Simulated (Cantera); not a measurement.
Thermodynamics of silicon carbide growth, feed (CH3)2SiCl2 + C2H2 + H2 + C2H4

Input: 1 mol (CH3)2SiCl2, 0.28 mol C2H2, 18 mol H2, 0.53 mol C2H4, at 0.0150 bar.

Equilibrium computed with Cantera from the NASA thermochemical tables; the gas is ideal and each condensed phase is pure. Candidate condensed phases: C, C6H6, C7H8, C8H18, Si, SiC; 109 gas species. The feed counts by its element totals alone. The tables' values for SiCl3, SiCl are old estimates; treat these amounts as uncertain. Rates play no part.

From 627 °C to 1602 °C the condensed part is C(graphite) + SiC(s). The main Si-bearing gas is SiCl4 at 627 °C and SiCl2 at 1602 °C.

```json
[
 {"T (°C)": "627", "log p H2": "-1.86", "log p HCl": "-3.05", "log p SiCl4": "-4.01", "log p H": "-10.86", "log p CH4": "-4.22", "log p SiCl2": "-7.94", "n C(graphite)": "2.68", "n SiC(s)": "0.842"},
 {"T (°C)": "702", "log p H2": "-1.86", "log p HCl": "-2.94", "log p SiCl4": "-4.49", "log p H": "-9.87", "log p CH4": "-4.62", "log p SiCl2": "-7.31", "n C(graphite)": "2.64", "n SiC(s)": "0.946"},
 {"T (°C)": "777", "log p H2": "-1.86", "log p HCl": "-2.90", "log p SiCl4": "-5.14", "log p H": "-9.02", "log p CH4": "-4.97", "log p SiCl2": "-6.90", "n C(graphite)": "2.62", "n SiC(s)": "0.987"},
 {"T (°C)": "852", "log p H2": "-1.86", "log p HCl": "-2.89", "log p SiCl4": "-5.80", "log p H": "-8.28", "log p CH4": "-5.27", "log p SiCl2": "-6.58", "n C(graphite)": "2.62", "n SiC(s)": "0.996"},
 {"T (°C)": "927", "log p H2": "-1.86", "log p HCl": "-2.89", "log p SiCl4": "-6.39", "log p H": "-7.64", "log p CH4": "-5.53", "log p SiCl2": "-6.32", "n C(graphite)": "2.62", "n SiC(s)": "0.998"},
 {"T (°C)": "1002", "log p H2": "-1.86", "log p HCl": "-2.89", "log p SiCl4": "-6.92", "log p H": "-7.06", "log p CH4": "-5.76", "log p SiCl2": "-6.09", "n C(graphite)": "2.62", "n SiC(s)": "0.998"},
 {"T (°C)": "1077", "log p H2": "-1.86", "log p HCl": "-2.89", "log p SiCl4": "-7.39", "log p H": "-6.55", "log p CH4": "-5.96", "log p SiCl2": "-5.89", "n C(graphite)": "2.62", "n SiC(s)": "0.998"},
 {"T (°C)": "1152", "log p H2": "-1.86", "log p HCl": "-2.89", "log p SiCl4": "-7.81", "log p H": "-6.10", "log p CH4": "-6.15", "log p SiCl2": "-5.71", "n C(graphite)": "2.62", "n SiC(s)": "0.997"},
 {"T (°C)": "1227", "log p H2": "-1.86", "log p HCl": "-2.89", "log p SiCl4": "-8.18", "log p H": "-5.69", "log p CH4": "-6.32", "log p SiCl2": "-5.55", "n C(graphite)": "2.62", "n SiC(s)": "0.996"},
 {"T (°C)": "1302", "log p H2": "-1.86", "log p HCl": "-2.89", "log p SiCl4": "-8.52", "log p H": "-5.31", "log p CH4": "-6.47", "log p SiCl2": "-5.41", "n C(graphite)": "2.62", "n SiC(s)": "0.994"},
 {"T (°C)": "1377", "log p H2": "-1.86", "log p HCl": "-2.90", "log p SiCl4": "-8.83", "log p H": "-4.97", "log p CH4": "-6.60", "log p SiCl2": "-5.28", "n C(graphite)": "2.63", "n SiC(s)": "0.992"},
 {"T (°C)": "1452", "log p H2": "-1.86", "log p HCl": "-2.90", "log p SiCl4": "-9.12", "log p H": "-4.66", "log p CH4": "-6.73", "log p SiCl2": "-5.17", "n C(graphite)": "2.63", "n SiC(s)": "0.989"},
 {"T (°C)": "1527", "log p H2": "-1.86", "log p HCl": "-2.90", "log p SiCl4": "-9.38", "log p H": "-4.38", "log p CH4": "-6.84", "log p SiCl2": "-5.06", "n C(graphite)": "2.63", "n SiC(s)": "0.986"},
 {"T (°C)": "1602", "log p H2": "-1.86", "log p HCl": "-2.90", "log p SiCl4": "-9.62", "log p H": "-4.12", "log p CH4": "-6.95", "log p SiCl2": "-4.97", "n C(graphite)": "2.62", "n SiC(s)": "0.982"}
]
```
log p: log10 of the partial pressure in bar; n: condensed amount in mol.
